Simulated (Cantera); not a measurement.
# Ammonia decomposition in nitride growth gas

An isothermal, constant-pressure homogeneous reactor starts with NH₃ : H₂ = 1 : 2 (molar parts), at 1500 K and 0.880 bar.

Detailed kinetics in Cantera: the gas-phase N/H chemistry of the illustrative SiF4/NH3 mechanism in the Surface Chemkin manual (1991). Walls and surfaces, which speed up NH3 decomposition in real reactors, are not modelled.

```tsv
t (s)	x NH₃	x H₂	x N₂H₄	x N₂	x H
2.00e-5	0.333	0.667	<1e-12	<1e-12	3.97e-8
0.000138	0.333	0.667	7.78e-12	2.03e-12	2.73e-7
0.000946	0.333	0.667	4.11e-10	3.51e-9	1.87e-6
0.00650	0.333	0.667	1.20e-8	1.30e-6	1.00e-5
0.0447	0.333	0.667	2.02e-8	3.47e-5	1.30e-5
0.308	0.333	0.667	2.02e-8	0.000274	1.30e-5
2.11	0.328	0.670	1.97e-8	0.00189	1.31e-5
14.5	0.302	0.686	1.67e-8	0.0119	1.34e-5
100	0.196	0.752	7.25e-9	0.0514	1.49e-5
```
x: mole fraction; the columns are a selection and need not sum to one.

Equilibrium at this temperature and pressure: NH₃ 1.55e-5, H₂ 0.875, N₂H₄ <1e-12, N₂ 0.125, H 1.77e-5 (gas phase only).
